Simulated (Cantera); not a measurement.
Input: 1 mol SiF₄, 2.6 mol NO, 1.1 mol H₂, equilibrated at 37.5 Torr.

Equilibrium computed with Cantera from the NASA thermochemical tables; the gas is ideal and each condensed phase is pure. Candidate condensed phases: H₂O, Si, SiO₂, Si₂N₂O, Si₃N₄; 58 gas species. The tables hold silica as quartz up to 1696 K and as liquid above; real silica turns to tridymite and cristobalite and melts near 1996 K. Rates play no part.

Q: Which condensed phases are stable at each of these points (T (K)): 898, 1048, 1198, 1348, 1498, 1648, 1798, 1948?

A: 
| T (K) | condensed phases | Si condensed (%) |
|---|---|---|
| 898 | SiO₂(β-quartz) | 25.7 |
| 1048 | SiO₂(β-quartz) | 34.9 |
| 1198 | SiO₂(β-quartz) | 41.4 |
| 1348 | SiO₂(β-quartz) | 45.7 |
| 1498 | SiO₂(β-quartz) | 48.4 |
| 1648 | SiO₂(β-quartz) | 50.2 |
| 1798 | SiO₂(condensed) | 51.4 |
| 1948 | SiO₂(condensed) | 52.1 |

From 898 K to 1648 K the condensed part is SiO₂(β-quartz). From 1798 K to 1948 K the condensed part is SiO₂(condensed).
